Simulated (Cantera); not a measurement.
A Cantera script and what it prints.

```python
import numpy as np
import cantera as ct

gas_names = [...]  # 130 gases of nasa_gas.yaml made of C, H, Mg, O, S
cond_names = """
    C(gr) C6H6(L) C7H8(L) C8H18(L),n-octa H2O(s) H2O(L) H2SO4(L) Mg(cr) Mg(L) MgCO3(s) MgO(s) MgO(L)
    MgO2H2(s) MgS(s) MgSO4(s) MgSO4(L) S(cr1) S(cr2) S(L)
""".split()


# ... load() reads the species with a 1 bar reference pressure and builds the phases ...
atoms = {
    'MgO': {'Mg': 1, 'O': 1},
    'H2S': {'H': 2, 'S': 1},
    'CO2': {'C': 1, 'O': 2},
}
top_T = {'C(gr)': 4500, 'MgS(s)': 2250}  # K; cautious upper limits of use, not melting points


# ... equilibrate(T, P, feed) seeds the gas with the atoms and calls Mixture.equilibrate('TP', solver="vcs", rtol=1e-11, max_steps=5000) ...
results = []
T = 1673.15  # K
P = 140000  # Pa
for m in [0.19, 0.29, 0.39, 0.49, 0.6, 0.7, 0.8, 0.91]:
    feed = {'MgO': 1, 'H2S': m, 'CO2': 2.2}  # mol
    mix = equilibrate(T, P, feed)
    results.append((T, P, feed, dict(zip(mix.species_names, mix.species_moles))))

top = {s: max(r[3][s] / sum(r[3][g] for g in gas_names) for r in results) for s in gas_names}
cols = sorted((s for s in top if top[s] > 0.001), key=lambda s: -top[s])[:7]
seen = [c for c in cond_names if any(r[3].get(c, 0) > 1e-12 for r in results)]
print("log10 of partial pressures in bar; condensed amounts in mol")
print(f"{'n(H2S)':>10s}" + "".join(f"{s[:9]:>10s}" for s in cols + seen))
for T, P, feed, n in results:
    ng = sum(n[g] for g in gas_names)
    print(f"{feed['H2S']:10.4g}" + "".join(f"{np.log10(max(n[s] / ng * P / 1e5, 1e-99)):10.3f}" for s in cols)
          + "".join(f"{n.get(c, 0):10.4g}" for c in seen))
```

It prints:

```
log10 of partial pressures in bar; condensed amounts in mol
    n(H2S)       CO2        CO       H2O        S2       SO2        H2       H2S    MgO(s)
      0.19    -0.027    -0.581    -1.024    -2.122    -1.079    -2.098    -2.925         1
      0.29    -0.083    -0.515    -0.884    -1.597    -1.061    -1.836    -2.401         1
      0.39    -0.127    -0.486    -0.792    -1.348    -1.083    -1.670    -2.111         1
      0.49    -0.166    -0.469    -0.727    -1.196    -1.119    -1.549    -1.914         1
       0.6    -0.206    -0.458    -0.674    -1.083    -1.164    -1.445    -1.753         1
       0.7    -0.240    -0.451    -0.637    -1.007    -1.208    -1.368    -1.638         1
       0.8    -0.272    -0.447    -0.608    -0.949    -1.252    -1.302    -1.543         1
      0.91    -0.307    -0.444    -0.582    -0.898    -1.301    -1.239    -1.454         1
```

Equilibrium computed with Cantera from the NASA thermochemical tables; the gas is ideal and each condensed phase is pure.
